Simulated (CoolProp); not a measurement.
The fluid at 298.15 K and 0.455 MPa is throttled through a valve to 0.0824 MPa with no heat exchange. The same conditions are run with several fluids, on thermodynamics alone (safety and materials aside).

Model: reference Helmholtz-energy equation of state of each fluid (R115: Lemmon 2016; chlorine: Thol 2021; sulfur hexafluoride: Guder 2009; CH2F2 (R32): Tillner-Roth 1997; R1132(E): Akasaka 2024), in CoolProp.

| fluid | temperature change (K) | final density (kg/m³) |
|---|---|---|
| R115 | -5.5 | 5.32 |
| chlorine | (withheld) | 2.48 |
| sulfur hexafluoride | (withheld) | 4.96 |
| CH2F2 (R32) | (withheld) | 1.81 |
| R1132(E) | -6.2 | 2.20 |

### Question
Some entries are withheld; supply them.

### Answer

- chlorine, temperature change (K): -11.7
- sulfur hexafluoride, temperature change (K): -3.6
- CH2F2 (R32), temperature change (K): -10.0
